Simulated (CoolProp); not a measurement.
Vapour-liquid equilibrium of diethyl ether (1) + benzene (2) at 342.6 K; x and y are mole fractions of (1).

Values from CoolProp's multi-fluid Helmholtz-energy mixture model, Thol 2014 and Thol 2012; pair parameters Bell 2016.

Give the bubble pressure and the first vapour's composition at x = 0.425, 0.5, 0.725. Is there an azeotrope?

x = 0.425: 1.674 bar, y = 0.740; x = 0.5: 1.845 bar, y = 0.793; x = 0.725: 2.369 bar, y = 0.908. No azeotrope shows between x = 0.05 and 0.95.

Pair parameters are fitted to limited data, so mixtures are less certain than the pure fluids.
